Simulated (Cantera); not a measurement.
**Adiabatic ignition**

An adiabatic, constant-pressure homogeneous reactor starts with CH₄ : O₂ : N₂ = 1 : 1.43 : 5.37 (molar parts), at 1425 K and 1.01 bar.

Detailed kinetics in Cantera: GRI-Mech 3.0 (53 species, 325 reactions).

| t (s) | T (K) | x CH₄ | x O₂ | x CH₂ | x C₂H₆ | x CH₂O | x NO₂ | x HCN |
|---|---|---|---|---|---|---|---|---|
| 2.00e-6 | 1425 | 0.128 | 0.183 | <1e-12 | <1e-12 | 4.10e-10 | <1e-12 | <1e-12 |
| 4.92e-6 | 1425 | 0.128 | 0.183 | <1e-12 | 3.16e-12 | 2.70e-9 | <1e-12 | <1e-12 |
| 1.21e-5 | 1425 | 0.128 | 0.183 | <1e-12 | 5.15e-11 | 1.75e-8 | <1e-12 | <1e-12 |
| 2.98e-5 | 1425 | 0.128 | 0.183 | <1e-12 | 8.96e-10 | 1.18e-7 | <1e-12 | <1e-12 |
| 7.34e-5 | 1425 | 0.128 | 0.183 | 1.12e-12 | 1.90e-8 | 8.96e-7 | <1e-12 | <1e-12 |
| 0.000181 | 1425 | 0.128 | 0.183 | 1.30e-11 | 5.52e-7 | 8.09e-6 | <1e-12 | <1e-12 |
| 0.000445 | 1425 | 0.128 | 0.183 | 1.24e-10 | 1.60e-5 | 7.05e-5 | <1e-12 | <1e-12 |
| 0.00110 | 1428 | 0.127 | 0.183 | 5.42e-10 | 0.000182 | 0.000418 | <1e-12 | <1e-12 |
| 0.00270 | 1487 | 0.114 | 0.173 | 3.21e-8 | 0.00177 | 0.00297 | 2.15e-12 | 2.98e-12 |
| 0.00664 | 2704 | <1e-12 | 0.00182 | <1e-12 | <1e-12 | 1.92e-9 | 1.55e-7 | 1.00e-8 |
| 0.0163 | 2702 | <1e-12 | 0.00179 | <1e-12 | <1e-12 | 1.93e-9 | 1.79e-7 | 1.14e-8 |
| 0.0402 | 2702 | <1e-12 | 0.00179 | <1e-12 | <1e-12 | 1.93e-9 | 1.79e-7 | 1.14e-8 |
| 0.0990 | 2702 | <1e-12 | 0.00179 | <1e-12 | <1e-12 | 1.93e-9 | 1.79e-7 | 1.14e-8 |
| 0.244 | 2702 | <1e-12 | 0.00179 | <1e-12 | <1e-12 | 1.93e-9 | 1.79e-7 | 1.14e-8 |
| 0.600 | 2702 | <1e-12 | 0.00179 | <1e-12 | <1e-12 | 1.93e-9 | 1.79e-7 | 1.14e-8 |
x: mole fraction; the columns are a selection and need not sum to one.

- time of steepest temperature rise: 3.04 ms
- temperature at 0.600 s: 2702 K
- equilibrium temperature: 2702 K
- x(CH₄) at 0.600 s: <1e-12 (gas-phase equilibrium <1e-12)
- x(O₂) at 0.600 s: 0.00179 (gas-phase equilibrium 0.00179)
- x(CH₂) at 0.600 s: <1e-12 (gas-phase equilibrium <1e-12)
